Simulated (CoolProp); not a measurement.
Vapour-liquid equilibrium of CHF3 (R23) (1) + R22 (2) at 0.414 bar; x and y are mole fractions of (1).

Model: multi-fluid Helmholtz-energy mixture model, Penoncello 2003 and Kamei 1995; pair parameters Bell 2016, in CoolProp.

```tsv
x	bubble temperature (K)	y at the bubble point	dew temperature at overall composition x (K)	liquid density (mol/L)
0.05	207.6	0.373	214.1	17.23
0.2	194.8	0.767	211.3	18.04
0.35	188.3	0.878	208.2	18.70
0.5	184.4	0.927	204.4	19.31
0.65	181.7	0.955	199.7	19.90
0.8	179.5	0.975	193.2	20.52
0.95	177.6	0.994	182.2	21.17
```

No azeotrope shows between x = 0.05 and 0.95.

Pair parameters are fitted to limited data, so mixtures are less certain than the pure fluids.
